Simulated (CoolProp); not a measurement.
Properties of trans-2-butene along the isobar 20.5 MPa (Tc = 428.6 K, pc = 4.019 MPa, ω = 0.210).

Values from CoolProp's reference Helmholtz-energy equation of state, Lemmon 2005. It is a short technical equation, of lower accuracy than the large ones.

| T (K) | phase | density (kg/m³) | cv (kJ/(kg K)) | isothermal compressibility (1/MPa) |
|---|---|---|---|---|
| 407.7 | liquid | 513.7 | 1.960 | 0.005375 |
| 416.7 | liquid | 503.5 | 1.989 | 0.005955 |
| 425.7 | liquid | 493.1 | 2.018 | 0.006608 |
| 434.7 | supercritical | 482.6 | 2.047 | 0.007340 |
| 443.8 | supercritical | 471.7 | 2.076 | 0.008170 |
| 452.8 | supercritical | 460.9 | 2.104 | 0.009088 |
| 461.8 | supercritical | 449.8 | 2.132 | 0.01011 |
| 470.8 | supercritical | 438.6 | 2.160 | 0.01124 |
| 479.9 | supercritical | 427.2 | 2.188 | 0.01249 |
| 488.9 | supercritical | 415.8 | 2.216 | 0.01384 |
| 497.9 | supercritical | 404.4 | 2.243 | 0.01529 |
| 506.9 | supercritical | 393.0 | 2.269 | 0.01685 |
| 516 | supercritical | 381.5 | 2.296 | 0.01850 |
| 525 | supercritical | 370.3 | 2.322 | 0.02019 |
